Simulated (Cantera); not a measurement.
Cantera run:

```python
import numpy as np
import cantera as ct

gas_names = """
    AL ALH ALO ALOH ALO2 ALO2H AL2 AL2O AL2O2 H HALO HO2 H2 H2O H2O2 O OH O2 O3
""".split()
cond_names = """
    AL(cr) AL(L) AL2O3(a) AL2O3(L) H2O(s) H2O(L)
""".split()


def load(file, names, dense=False):
    # The tables refer to 1 bar. Condensed volumes are neglected.
    table = {s.name: s for s in ct.Species.list_from_file(file)}
    out = []
    for n in names:
        d = dict(table[n].input_data)
        d["thermo"] = dict(d["thermo"], **{"reference-pressure": 1e5})
        if dense:
            d["equation-of-state"] = {"model": "constant-volume", "density": "1e6 g/cm^3"}
        out.append(ct.Species.from_dict(d))
    return out


gas = ct.Solution(thermo="ideal-gas", species=load("nasa_gas.yaml", gas_names))
cond = {s.name: ct.Solution(thermo="fixed-stoichiometry", species=[s], name=s.name)
        for s in load("nasa_condensed.yaml", cond_names, dense=True)}
atoms = {
    'Al2O3': {'AL': 2, 'O': 3},
    'H2': {'H': 2},
    'H2O': {'H': 2, 'O': 1},
}
top_T = {}  # K; cautious upper limits of use, not melting points


def equilibrate(T, P, feed):
    n = {}
    for name, mol in feed.items():
        for a, k in atoms[name].items():
            n[a] = n.get(a, 0.0) + k * mol
    gas.TPX = T, P, n
    mass = sum(n.values()) * gas.mean_molecular_weight
    gas.equilibrate("TP")
    valid = [c for c in cond.values() if c.min_temp <= T <= top_T.get(c.name, c.max_temp)]
    mix = ct.Mixture([(gas, mass / gas.mean_molecular_weight)] + [(c, 0.0) for c in valid])
    mix.T, mix.P = T, P
    mix.equilibrate("TP", solver="vcs", rtol=1e-11, max_steps=5000)
    return mix


results = []
feed = {'Al2O3': 1, 'H2': 2900, 'H2O': 0.039}  # mol
T = 1525  # K
P = 13332.2  # Pa
mix = equilibrate(T, P, feed)
results.append((T, P, feed, dict(zip(mix.species_names, mix.species_moles))))
print(gas.report(threshold=1e-06))
for i in range(1, mix.n_phases):
    print(f"{mix.phase(i).name:16s} {mix.phase_moles(i):12.5e} mol")
```

It prints:

```
       temperature   1525 K
          pressure   13332 Pa
           density   0.0021199 kg/m^3
  mean mol. weight   2.0162 kg/kmol
   phase of matter   gas

                          1 kg             1 kmol
                     ---------------   ---------------
          enthalpy        1.8428e+07        3.7154e+07  J
   internal energy        1.2139e+07        2.4474e+07  J
           entropy             97309        1.9619e+05  J/K
    Gibbs function       -1.2997e+08       -2.6204e+08  J
 heat capacity c_p             16099             32458  J/K
 heat capacity c_v             11975             24144  J/K

                      mass frac. Y      mole frac. X     chem. pot. / RT
                     ---------------   ---------------   ---------------
                 H        3.2391e-05        6.4786e-05           -10.333
                H2           0.99985           0.99992           -20.666
               H2O        0.00012024        1.3456e-05            -58.65
     [  +16 minor]        1.3779e-07        7.9835e-09

AL(L)             0.00000e+00 mol
AL2O3(a)          9.99988e-01 mol
```

Equilibrium computed with Cantera from the NASA thermochemical tables; the gas is ideal and each condensed phase is pure.
